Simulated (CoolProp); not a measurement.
Vapour pressure (MPa) of ethylbenzene: the reference equation beside estimates from Tc = 617.1 K, pc = 3.622 MPa, ω = 0.304. Clausius-Clapeyron is anchored at 390.7 K with a constant enthalpy of vaporisation of 36.79 kJ/mol.

Computed with CoolProp (reference Helmholtz-energy equation of state, Zhou 2012).

| T (K) | reference | Lee-Kesler | Clausius-Clapeyron | van der Waals | Redlich-Kwong | Peng-Robinson |
|---|---|---|---|---|---|---|
| 369.8 | [?] | 0.02989 | 0.03150 | 0.3124 | 0.07319 | 0.03093 |
| 376.8 | 0.03867 | 0.03791 | 0.03935 | [?] | 0.08891 | 0.03898 |
| 383.8 | 0.04837 | 0.04758 | 0.04874 | 0.3859 | 0.1071 | 0.04865 |
| 390.7 | 0.05975 | 0.05897 | 0.05975 | 0.4261 | 0.1276 | 0.05999 |
| 397.7 | 0.07338 | 0.07265 | 0.07293 | 0.4697 | 0.1513 | 0.07357 |
| 404.7 | [?] | [?] | 0.08841 | [?] | [?] | 0.08948 |
| 411.7 | 0.1080 | 0.1075 | 0.1065 | 0.5656 | 0.2082 | 0.1080 |
| 418.7 | 0.1295 | 0.1293 | [?] | 0.6180 | 0.2420 | 0.1295 |

Task: Fill in the missing entries.

Result: 
- 369.8, reference: 0.03061
- 376.8, van der Waals: 0.3478
- 404.7, reference: 0.08937
- 404.7, Lee-Kesler: 0.08874
- 404.7, van der Waals: 0.5161
- 404.7, Redlich-Kwong: 0.1781
- 418.7, Clausius-Clapeyron: 0.1274

Absolute difference from the reference over all 8 rows, mean and median: Lee-Kesler 1.2 and 1.2 %, Clausius-Clapeyron 1.3 and 1.2 %, van der Waals 606.2 and 576.6 %, Redlich-Kwong 111.1 and 109.9 %, Peng-Robinson 0.4 and 0.3 %.
